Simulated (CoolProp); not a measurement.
Computed with CoolProp (reference Helmholtz-energy equation of state, Lemmon 2006). It is a short technical equation, of lower accuracy than the large ones.

Give the vapour pressure (bar), vapour density (kg/m³), liquid viscosity (µPa s), vapour viscosity (µPa s) of saturated toluene at 391.6, 434.6 K.


| T (K) | p (bar) | vapour density (kg/m³) | liquid viscosity (µPa s) | vapour viscosity (µPa s) |
|---|---|---|---|---|
| 391.6 | 1.26 | 3.74 | 235 | 8.97 |
| 434.6 | 3.54 | 10.0 | 176 | 9.89 |

Viscosity comes from a separate model (Avgeri 2015).
